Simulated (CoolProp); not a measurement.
Carbon dioxide at several states: Z from the reference equation and from simpler models built on Tc = 304.1 K, pc = 7.377 MPa, ω = 0.224; each cubic takes its own stable root.

Model: reference Helmholtz-energy equation of state, Span 1996, in CoolProp.

| T (K) | p (MPa) | phase | reference | Redlich-Kwong | Soave-Redlich-Kwong |
|---|---|---|---|---|---|
| 913.6 | 1.48 | gas | 1.003 | 1.000 | 1.004 |
| 386 | 0.567 | gas | 0.9883 | 0.9871 | 0.9889 |
| 277.2 | 33.4 | liquid | 0.6068 | 0.6567 | 0.6486 |
| 662.1 | 9.83 | supercritical | 0.9954 | 0.9783 | 1.014 |
| 524.4 | 36.7 | supercritical | 0.9487 | 0.9092 | 1.015 |
